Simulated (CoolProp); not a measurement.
Properties of C2F6 (R116) along the isotherm 333.2 K (Tc = 293.0 K, pc = 30.48 bar, ω = 0.257).

The numbers come from the reference Helmholtz-energy equation of state, Lemmon 2006 in CoolProp. It is a short technical equation, of lower accuracy than the large ones.

| p (bar) | phase | speed of sound (m/s) | Joule-Thomson coefficient (K/MPa) | conductivity (mW/(m K)) |
|---|---|---|---|---|
| 1.39 | gas | 146.0 | 6.114 | 17.5 |
| 2.77 | gas | 144.8 | 6.186 | 17.6 |
| 4.16 | gas | 143.6 | 6.260 | 17.6 |
| 5.54 | gas | 142.4 | 6.335 | 17.7 |
| 6.93 | gas | 141.2 | 6.412 | 17.7 |
| 8.31 | gas | 139.9 | 6.489 | 17.8 |
| 9.7 | gas | 138.7 | 6.568 | 17.8 |
| 11.1 | gas | 137.4 | 6.649 | 17.9 |
| 12.5 | gas | 136.1 | 6.731 | 18.0 |
| 13.9 | gas | 134.8 | 6.813 | 18.1 |
| 15.2 | gas | 133.6 | 6.890 | 18.2 |

Thermal conductivity comes from a separate model (Huber 2003), an estimate that may be off by 10 % or more.
